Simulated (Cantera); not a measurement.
A closed system holds: 1 mol CaF2, 0.13 mol H2O, 2.7 mol N2, at 1.00 bar.

Method: chemical equilibrium by Gibbs-energy minimisation in Cantera with the NASA 1993 tables (ideal gas, pure condensed phases). Candidate condensed phases: Ca, CaF2, CaO, Ca(OH)2, H2O; 47 gas species. Mutual solubility and eutectic melting of coexisting phases are not modelled. Equilibrium is a limit: real reactors are often held back by kinetics, nucleation or transport.

Q: Which condensed phases are stable at each of these points (T (K)): 1000, 1150, 1300, 1450, 1600, 1750, 1900, 2050?

A: 
| T (K) | condensed phases | Ca condensed (%) |
|---|---|---|
| 1000 | CaF2(s) + CaO(s) | 100.0 |
| 1150 | CaF2(s) + CaO(s) | 100.0 |
| 1300 | CaF2(s) + CaO(s) | 100.0 |
| 1450 | CaF2(s) + CaO(s) | 100.0 |
| 1600 | CaF2(s) + CaO(s) | 100.0 |
| 1750 | CaF2(l) + CaO(s) | 99.9 |
| 1900 | CaF2(l) + CaO(s) | 99.7 |
| 2050 | CaF2(l) + CaO(s) | 98.3 |

From 1000 K to 1600 K the condensed part is CaF2(s) + CaO(s). From 1750 K to 2050 K the condensed part is CaF2(l) + CaO(s).
